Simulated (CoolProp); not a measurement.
R1336mzz(Z) along the isotherm 500 K: Z from the reference equation and from simpler models built on Tc = 444.5 K, pc = 2.904 MPa, ω = 0.386; each cubic takes its own stable root.

Values from CoolProp's reference Helmholtz-energy equation of state, McLinden 2020.

```csv
p (MPa),phase,reference,van der Waals,Peng-Robinson
1.81,gas,0.8458,0.8430,0.8364
3.63,supercritical,0.6635,0.6131,0.6617
5.44,supercritical,0.4900,0.4669,0.5267
7.26,supercritical,0.4520,0.5296,0.5045
9.07,supercritical,0.4867,0.6109,0.5349
10.9,supercritical,0.5380,0.6964,0.5808
12.7,supercritical,0.5931,0.7809,0.6309
14.5,supercritical,0.6497,0.8649,0.6830
16.3,supercritical,0.7068,0.9484,0.7357
18.1,supercritical,0.7639,1.031,0.7886
20,supercritical,0.8238,1.118,0.8444
21.8,supercritical,0.8803,1.199,0.8970
23.6,supercritical,0.9364,1.280,0.9493
25.4,supercritical,0.9921,1.360,1.001
27.2,supercritical,1.047,1.440,1.053
29,supercritical,1.102,1.519,1.105
```
